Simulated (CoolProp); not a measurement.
Computed with CoolProp (reference Helmholtz-energy equation of state, Penoncello 2003).

Problem. For CHF3 (R23), give the phase and the cp (kJ/(kg K)), speed of sound (m/s), viscosity (µPa s) at 475 K and 7.64 kPa; 475 K and 59.7 kPa.

Solution. 
- 475 K and 7.64 kPa: gas; cp 0.962, speed of sound 254, viscosity 22.6
- 475 K and 59.7 kPa: gas; cp 0.963, speed of sound 254, viscosity 22.6

Viscosity comes from a separate model (Shan 2000).
